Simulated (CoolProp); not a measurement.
Properties of octamethyltrisiloxane (MDM) along the isotherm 317.5 K.

Computed with CoolProp (reference Helmholtz-energy equation of state, Thol 2017).

```json
[
 {"p (MPa)": "0.479", "phase": "liquid", "Z": "0.05389", "cv (kJ/(kg K))": "1.515", "speed of sound (m/s)": "854.5", "Joule-Thomson coefficient (K/MPa)": "-0.4089", "expansivity (1/kK)": "1.275"},
 {"p (MPa)": "0.958", "phase": "liquid", "Z": "0.1077", "cv (kJ/(kg K))": "1.516", "speed of sound (m/s)": "(withheld)", "Joule-Thomson coefficient (K/MPa)": "-0.4106", "expansivity (1/kK)": "1.266"},
 {"p (MPa)": "1.44", "phase": "liquid", "Z": "0.1617", "cv (kJ/(kg K))": "1.516", "speed of sound (m/s)": "862.8", "Joule-Thomson coefficient (K/MPa)": "-0.4123", "expansivity (1/kK)": "1.258"},
 {"p (MPa)": "1.92", "phase": "liquid", "Z": "0.2154", "cv (kJ/(kg K))": "1.516", "speed of sound (m/s)": "866.8", "Joule-Thomson coefficient (K/MPa)": "-0.4139", "expansivity (1/kK)": "1.249"},
 {"p (MPa)": "2.4", "phase": "liquid", "Z": "0.2689", "cv (kJ/(kg K))": "1.516", "speed of sound (m/s)": "870.8", "Joule-Thomson coefficient (K/MPa)": "-0.4154", "expansivity (1/kK)": "1.241"},
 {"p (MPa)": "2.88", "phase": "liquid", "Z": "(withheld)", "cv (kJ/(kg K))": "1.516", "speed of sound (m/s)": "874.8", "Joule-Thomson coefficient (K/MPa)": "-0.4169", "expansivity (1/kK)": "1.233"},
 {"p (MPa)": "3.35", "phase": "liquid", "Z": "0.3747", "cv (kJ/(kg K))": "1.517", "speed of sound (m/s)": "878.7", "Joule-Thomson coefficient (K/MPa)": "(withheld)", "expansivity (1/kK)": "1.225"},
 {"p (MPa)": "3.83", "phase": "liquid", "Z": "0.4280", "cv (kJ/(kg K))": "1.517", "speed of sound (m/s)": "882.6", "Joule-Thomson coefficient (K/MPa)": "-0.4198", "expansivity (1/kK)": "1.218"},
 {"p (MPa)": "4.31", "phase": "liquid", "Z": "0.4812", "cv (kJ/(kg K))": "1.517", "speed of sound (m/s)": "886.4", "Joule-Thomson coefficient (K/MPa)": "-0.4212", "expansivity (1/kK)": "1.210"},
 {"p (MPa)": "4.79", "phase": "liquid", "Z": "(withheld)", "cv (kJ/(kg K))": "1.517", "speed of sound (m/s)": "890.3", "Joule-Thomson coefficient (K/MPa)": "-0.4226", "expansivity (1/kK)": "1.203"},
 {"p (MPa)": "5.27", "phase": "liquid", "Z": "0.5873", "cv (kJ/(kg K))": "1.518", "speed of sound (m/s)": "894.1", "Joule-Thomson coefficient (K/MPa)": "-0.4239", "expansivity (1/kK)": "1.196"},
 {"p (MPa)": "5.75", "phase": "liquid", "Z": "0.6402", "cv (kJ/(kg K))": "1.518", "speed of sound (m/s)": "897.8", "Joule-Thomson coefficient (K/MPa)": "-0.4252", "expansivity (1/kK)": "1.189"},
 {"p (MPa)": "6.23", "phase": "liquid", "Z": "0.6931", "cv (kJ/(kg K))": "1.518", "speed of sound (m/s)": "901.6", "Joule-Thomson coefficient (K/MPa)": "(withheld)", "expansivity (1/kK)": "1.182"},
 {"p (MPa)": "6.71", "phase": "liquid", "Z": "0.7458", "cv (kJ/(kg K))": "1.518", "speed of sound (m/s)": "905.3", "Joule-Thomson coefficient (K/MPa)": "-0.4277", "expansivity (1/kK)": "1.175"},
 {"p (MPa)": "7.19", "phase": "liquid", "Z": "0.7985", "cv (kJ/(kg K))": "1.518", "speed of sound (m/s)": "909.0", "Joule-Thomson coefficient (K/MPa)": "-0.4289", "expansivity (1/kK)": "1.169"}
]
```

Question: Complete the blanks.

Answer: 
- 0.958, speed of sound (m/s): 858.7
- 2.88, Z: 0.3224
- 3.35, Joule-Thomson coefficient (K/MPa): -0.4184
- 4.79, Z: 0.5343
- 6.23, Joule-Thomson coefficient (K/MPa): -0.4265
